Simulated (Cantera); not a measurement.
Feed: 1 mol SiH2Cl2, 0.052 mol O3, equilibrated at 1525 K and 0.00180 bar.

Method: chemical equilibrium by Gibbs-energy minimisation in Cantera with the NASA 1993 tables (ideal gas, pure condensed phases). Candidate condensed phases: H2O, Si, SiO2; 30 gas species. The tables' values for SiCl3, SiCl are old estimates; treat these amounts as uncertain. Equilibrium is a limit: real reactors are often held back by kinetics, nucleation or transport.

Base state: H2 0.367, SiCl2 0.350, HCl 0.198, SiO 0.0728, SiCl3 0.0103, SiCl4 0.000904, H 0.000338, SiHCl3 0.000189 (mole fractions); condensed: Si(s).

**Question.** What changes in the equilibrium state with this change: O3 from 0.052 to 2.7 mol?

**Answer.** 
| species | before | after |
|---|---|---|
| O2 | <1e-9 | 0.573 |
| HCl | 0.198 | 0.308 |
| Cl | 0.000146 | 0.0761 |
| H2 | 0.367 | 3.28e-6 |
| SiCl2 | 0.350 | <1e-9 |
| SiO | 0.0728 | <1e-9 |
| SiCl3 | 0.0103 | <1e-9 |
| H2O | 2.56e-7 | 0.0401 |
| SiCl4 | 0.000904 | <1e-9 |
| OH | <1e-9 | 0.000383 |
| Si(s), mol | 0.0696 | 0 |
| SiO2(β-quartz), mol | 0 | 1.00 |
The tables hold silica as quartz up to 1696 K and as liquid above; real silica turns to tridymite and cristobalite and melts near 1996 K.
